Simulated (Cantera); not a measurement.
Input (Python, Cantera):

```python
import numpy as np
import cantera as ct

gas = ct.Solution("gri30.yaml")
gas.TPX = 1750, 160000, {'CH4': 1, 'H2': 0.26, 'O2': 2.79, 'N2': 10.5}
reactor = ct.IdealGasReactor(gas, energy="on", clone=False)
net = ct.ReactorNet([reactor])
net.rtol, net.atol = 1e-08, 1e-16
show = ['CH4', 'H2', 'O2', 'O', 'HCO']
times = np.geomspace(2e-06, 6, 11)

steps = ct.SolutionArray(gas, extra=["t"])
rows = []
print(f"{'t/s':>10s}{'T/K':>9s}{'P/Pa':>11s}" + "".join(f"{s:>11s}" for s in show))
for t in times:
    while net.time < t:
        t_next = net.step()
        steps.append(gas.state, t=t_next)
    rows.append([np.interp(t, steps.t, y) for y in (steps.T, steps.P, *steps(*show).X.T)])
    print(f"{t:10.3e}{rows[-1][0]:9.1f}{rows[-1][1]:11.4g}" + "".join(f"{x:11.3e}" for x in rows[-1][2:]))
rate = np.gradient(steps.T, steps.t)
print("integrator steps:", len(steps.t))
if steps.T.max() > steps.T[0] + 200:
    print(f"time of steepest temperature rise: {steps.t[rate.argmax()]:.4e} s")
gas.TPX = 1750, 160000, {'CH4': 1, 'H2': 0.26, 'O2': 2.79, 'N2': 10.5}
gas.equilibrate("UV")
print(f"equilibrium (UV): T = {gas.T:.1f} K  " + "  ".join(f"{s} {gas[s].X[0]:.3e}" for s in show))
```

Output:

```
       t/s      T/K       P/Pa        CH4         H2         O2          O        HCO
 2.000e-06   1749.9    1.6e+05  6.871e-02  1.787e-02  1.917e-01  3.698e-07  2.973e-11
 8.887e-06   1749.7    1.6e+05  6.860e-02  1.786e-02  1.917e-01  1.244e-06  1.764e-09
 3.949e-05   1770.0   1.62e+05  6.294e-02  1.805e-02  1.880e-01  3.062e-05  2.734e-06
 1.755e-04   2937.8  2.771e+05  1.741e-15  1.188e-02  4.982e-02  1.234e-02  5.396e-08
 7.796e-04   2924.3  2.755e+05  1.836e-15  1.199e-02  4.498e-02  1.115e-02  5.243e-08
 3.464e-03   2923.0  2.753e+05  1.845e-15  1.200e-02  4.454e-02  1.105e-02  5.229e-08
 1.539e-02   2923.0  2.753e+05  1.845e-15  1.200e-02  4.454e-02  1.105e-02  5.229e-08
 6.839e-02   2923.0  2.753e+05  1.845e-15  1.200e-02  4.454e-02  1.105e-02  5.229e-08
 3.039e-01   2923.0  2.753e+05  1.845e-15  1.200e-02  4.454e-02  1.105e-02  5.229e-08
 1.350e+00   2923.0  2.753e+05  1.845e-15  1.200e-02  4.454e-02  1.105e-02  5.229e-08
 6.000e+00   2923.0  2.753e+05  1.845e-15  1.200e-02  4.454e-02  1.105e-02  5.229e-08
integrator steps: 1658
time of steepest temperature rise: 5.6670e-05 s
equilibrium (UV): T = 2923.0 K  CH4 2.509e-15  H2 1.200e-02  O2 4.454e-02  O 1.105e-02  HCO 5.229e-08
```

Model: GRI-Mech 3.0 (53 species, 325 reactions), integrated in Cantera.
